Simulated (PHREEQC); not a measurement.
Make-up at 20 °C: 0.00017 mol H2S, 0.21 mol HCl and 5.2e-05 mol MnCl2 per kg of water. Closed to the air; pH follows from the charge balance.

The numbers come from PHREEQC with the ion-association model, wateq4f.dat.

```tsv
quantity	before	after
pH	0.78	0.79
ionic strength (mol/kgw)	0.210	0.210
Mn+2 (mol/kgw)	4.06e-5	4.17e-5
MnCl+ (mol/kgw)	1.09e-5	9.81e-6
HS- (mol/kgw)	1.48e-10	4.65e-10
SI of MnS(Green) (MnS)	-17.96	-16.78
```

**Question.** What was changed between the two runs?
A) 0.0097 mol/kgw HF added
B) H2S replaced by NaHS at the same molality
C) temperature from 20 to 40 °C
D) diluted 2-fold with water
E) temperature from 20 to 80 °C

**Answer.** E, temperature from 20 to 80 °C

Precipitation was switched off in this run. Away from 25 °C the constants follow the database's enthalpies or fits; those with neither stay at their 25 °C values.
